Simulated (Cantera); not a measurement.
What does this Cantera script print?

```python
import numpy as np
import cantera as ct

gas_names = """
    H HNO HNO2 HNO3 HO2 H2 H2O H2O2 N NH NH2 NH3 NH2OH NO NO2 NO3 N2 N2H2 N2H4 N2O O OH O2 O3 Si SiH
    SiH2 SiH3 SiH4 SiN SiO SiO2 Si2 Si2N Si3
""".split()
cond_names = """
    H2O(s) H2O(L) Si(cr) Si(L) SiO2(Lqz) SiO2(hqz) SiO2(L) Si2N2O(s) Si3N4(a)
""".split()


# ... load() reads the species with a 1 bar reference pressure and builds the phases ...
atoms = {
    'Si': {'Si': 1},
    'H2O': {'H': 2, 'O': 1},
    'H2': {'H': 2},
    'N2O': {'N': 2, 'O': 1},
}
top_T = {'Si2N2O(s)': 2100, 'Si3N4(a)': 2400}  # K; cautious upper limits of use, not melting points


# ... equilibrate(T, P, feed) seeds the gas with the atoms and calls Mixture.equilibrate('TP', solver="vcs", rtol=1e-11, max_steps=5000) ...
results = []
feed = {'Si': 1, 'H2O': 4.7, 'H2': 130, 'N2O': 0.23}  # mol
P = 1000  # Pa
for T in [1198, 1298, 1398, 1498, 1598, 1698, 1798, 1898, 1998]:
    mix = equilibrate(T, P, feed)
    results.append((T, P, feed, dict(zip(mix.species_names, mix.species_moles))))

top = {s: max(r[3][s] / sum(r[3][g] for g in gas_names) for r in results) for s in gas_names}
cols = sorted((s for s in top if top[s] > 0.0001), key=lambda s: -top[s])[:9]
seen = [c for c in cond_names if any(r[3].get(c, 0) > 1e-12 for r in results)]
print("log10 of partial pressures in bar; condensed amounts in mol")
print(f"{'T/K':>10s}" + "".join(f"{s[:9]:>10s}" for s in cols + seen))
for T, P, feed, n in results:
    ng = sum(n[g] for g in gas_names)
    print(f"{T:10.4g}" + "".join(f"{np.log10(max(n[s] / ng * P / 1e5, 1e-99)):10.3f}" for s in cols)
          + "".join(f"{n.get(c, 0):10.4g}" for c in seen))
```

It prints:

```
log10 of partial pressures in bar; condensed amounts in mol
       T/K        H2       H2O         H       SiO        N2 SiO2(hqz)   SiO2(L)
      1198    -2.010    -3.663    -7.726   -11.894    -4.768         1         0
      1298    -2.010    -3.663    -6.975   -10.058    -4.768         1         0
      1398    -2.010    -3.663    -6.330    -8.491    -4.768         1         0
      1498    -2.010    -3.663    -5.770    -7.138    -4.768     0.999         0
      1598    -2.011    -3.661    -5.279    -5.962    -4.769    0.9853         0
      1698    -2.012    -3.642    -4.846    -4.948    -4.769         0    0.8475
      1798    -2.018    -3.544    -4.462    -4.150    -4.772         0   0.03659
      1898    -2.020    -3.541    -4.117    -4.135    -4.773         0         0
      1998    -2.024    -3.543    -3.807    -4.137    -4.775         0         0
```

Method: chemical equilibrium by Gibbs-energy minimisation in Cantera with the NASA 1993 tables (ideal gas, pure condensed phases). The tables hold silica as quartz up to 1696 K and as liquid above; real silica turns to tridymite and cristobalite and melts near 1996 K.
